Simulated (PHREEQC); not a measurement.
# Brine (model solution)

Consider water at 51 °C with 1.3 mol MgCl2 and 0.0034 mol Na2B4O7 per kg of water. Closed to the air; pH follows from the charge balance.

Equilibrium calculation in PHREEQC: Pitzer model, pitzer.dat.

```
Item                        Value
-------------------  ------------
pH                           7.61
ionic strength       3.90 mol/kgw
activity of water           0.921
density               1.082 g/cm³
osmotic coefficient         1.173
total alkalinity      6.80 meq/kg
```

| species | molality | activity | log γ |
|---|---|---|---|
| Cl- | 2.60 | 1.54 | -0.227 |
| Mg+2 | 1.30 | 0.723 | -0.254 |
| B(OH)3 | 0.00718 | 0.0115 | 0.205 |
| Na+ | 0.00680 | 0.00747 | 0.041 |
| MgB(OH)4+ | 0.00394 | 0.00452 | 0.060 |
| B(OH)4- | 0.00245 | 0.000250 | -0.991 |
| MgOH+ | 0.000383 | 0.000340 | -0.052 |
| OH- | 1.98e-5 | 2.18e-6 | -0.957 |
| B3O3(OH)4- | 8.21e-6 | 2.18e-6 | -0.576 |
| B4O5(OH)4-2 | 1.59e-6 | 2.76e-9 | -2.761 |

This is a speciation only: nothing precipitates in the calculation. Species that the database lacks are ignored. In brines, pH and single-ion activities rest on the MacInnes convention. Away from 25 °C the constants follow the database's enthalpies or fits; those with neither stay at their 25 °C values.
